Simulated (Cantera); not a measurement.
A perfectly stirred reactor is fed with 88.5 % NH3, 11.5 % H2, at 53000 Pa; it is held at 1650 K, and followed from long to short residence time.

Computed with Cantera and the gas-phase N/H chemistry of the illustrative SiF4/NH3 mechanism in the Surface Chemkin manual (1991). Walls and surfaces, which speed up NH3 decomposition in real reactors, are not modelled.

Predict: x(NH3) at τ = 19.0 s; x(H2) at τ = 19.0 s; x(N2H4) at τ = 19.0 s; x(N) at τ = 19.0 s; x(H) at τ = 19.0 s; x(NH3) at τ = 0.240 s; x(H2) at τ = 0.240 s; x(N2H4) at τ = 0.240 s; x(N) at τ = 0.240 s; x(H) at τ = 0.240 s.


* **x(NH3) at τ = 19.0 s**: 0.222
* **x(H2) at τ = 19.0 s**: 0.602
* **x(N2H4) at τ = 19.0 s**: 2.21e-8
* **x(N) at τ = 19.0 s**: 1.24e-8
* **x(H) at τ = 19.0 s**: 5.82e-5
* **x(NH3) at τ = 0.240 s**: 0.836
* **x(H2) at τ = 0.240 s**: 0.151
* **x(N2H4) at τ = 0.240 s**: 1.50e-7
* **x(N) at τ = 0.240 s**: 1.13e-8
* **x(H) at τ = 0.240 s**: 1.01e-5
